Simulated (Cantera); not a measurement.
Premixed flame

A freely propagating, adiabatic, planar premixed flame of 12.0 % CH4, 18.5 % O2, 69.5 % N2, equivalence ratio 1.3, unburnt at 475 K and 100.0 Torr; mixture-averaged transport, grid criteria slope 0.08 and curve 0.16, no radiation.

Detailed kinetics in Cantera: GRI-Mech 3.0 (53 species, 325 reactions). Burning velocities carry a grid error of a few per cent, more on coarse grids.

```
z (mm)  T (K)  u (m/s)     x CH4     x O2     x H2O    x C2H  x N2O     x H2
------  -----  -------  --------  -------  --------  -------  -----  -------
-7.00     475    0.991     0.120    0.185   1.39e-5    <1e-8  <1e-8  0.00157
-4.67     477    0.997     0.119    0.184  0.000211    <1e-8  <1e-8  0.00530
-3.50     485     1.02     0.118    0.183   0.00120    <1e-8  <1e-8   0.0105
-2.33     565     1.20     0.112    0.176   0.00991    <1e-8  <1e-8   0.0219
-1.17    1020     2.22    0.0765    0.138    0.0571    <1e-8  <1e-8   0.0404
-0.584   1425     3.16    0.0410   0.0942     0.101  2.85e-8  <1e-8   0.0492
0        1775     3.98    0.0113   0.0473     0.143  7.46e-7  <1e-8   0.0522
0.584    1940     4.37   0.00142   0.0193     0.165  1.24e-6  <1e-8   0.0481
1.17     1983     4.46  0.000111  0.00826     0.172  3.33e-7  <1e-8   0.0442
2.33     1999     4.47   5.81e-7  0.00332     0.173    <1e-8  <1e-8   0.0432
4.67     2009     4.49     <1e-8  0.00250     0.171    <1e-8  <1e-8   0.0443
9.34     2021     4.51     <1e-8  0.00226     0.171    <1e-8  <1e-8   0.0444
18.7     2039     4.54     <1e-8  0.00193     0.173    <1e-8  <1e-8   0.0443
```
x: mole fraction of selected species; z is measured from the peak of heat release.

- laminar burning velocity = 98.9 cm/s
- thermal thickness = 2.33 mm
- peak x(C2H) = 1.38e-6
- peak x(H2) = 0.0523
- grid points = 161
